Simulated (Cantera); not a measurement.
**Thermodynamics of boron, boron nitride and boron oxide, feed BF3 + H2O + N2 + H2**

A closed system holds: 1 mol BF3, a varied amount of H2O, 29 mol N2, 170 mol H2, equilibrated at 1998.15 K and 3.30 Torr.

Cantera equilibrium calculation (NASA polynomials, part measured and part estimated; ideal gas, pure solids and liquids). Candidate condensed phases: B, BN, B2O3, B3O3H3, H2O; 62 gas species. The tables' values for BF2 are old estimates; treat these amounts as uncertain. Rates play no part.

| n(H2O) (mol) | log p H2 | log p N2 | log p H | log p HF | log p H2O | log p BOF | log p BF |
|---|---|---|---|---|---|---|---|
| 0.46 | -2.44 | -3.20 | -4.02 | -4.36 | -7.72 | -5.10 | -4.98 |
| 0.72 | -2.44 | -3.20 | -4.02 | -4.34 | -7.24 | -4.91 | -5.26 |
| 0.97 | -2.44 | -3.20 | -4.02 | -4.33 | -6.38 | -4.78 | -6.00 |
| 1.2 | -2.44 | -3.20 | -4.02 | -4.32 | -5.41 | -4.77 | -6.95 |
| 1.5 | -2.44 | -3.21 | -4.02 | -4.32 | -5.02 | -4.79 | -7.36 |
| 1.7 | -2.44 | -3.21 | -4.02 | -4.31 | -4.88 | -4.80 | -7.52 |
| 2 | -2.44 | -3.21 | -4.02 | -4.31 | -4.72 | -4.81 | -7.69 |
| 2.2 | -2.44 | -3.21 | -4.02 | -4.31 | -4.64 | -4.82 | -7.78 |
| 2.5 | -2.45 | -3.21 | -4.02 | -4.31 | -4.54 | -4.84 | -7.89 |
| 2.7 | -2.45 | -3.21 | -4.02 | -4.30 | -4.49 | -4.85 | -7.95 |
| 3 | -2.45 | -3.21 | -4.02 | -4.30 | -4.42 | -4.86 | -8.04 |
| 3.3 | -2.45 | -3.21 | -4.02 | -4.30 | -4.36 | -4.87 | -8.11 |
| 3.5 | -2.45 | -3.21 | -4.02 | -4.30 | -4.32 | -4.88 | -8.16 |
log p: log10 of the partial pressure in bar; nothing condenses.

From 0.46 mol H2O to 3.5 mol H2O nothing is condensed. The main B-bearing gas is BF at 0.46 mol H2O and BOF at 3.5 mol H2O.
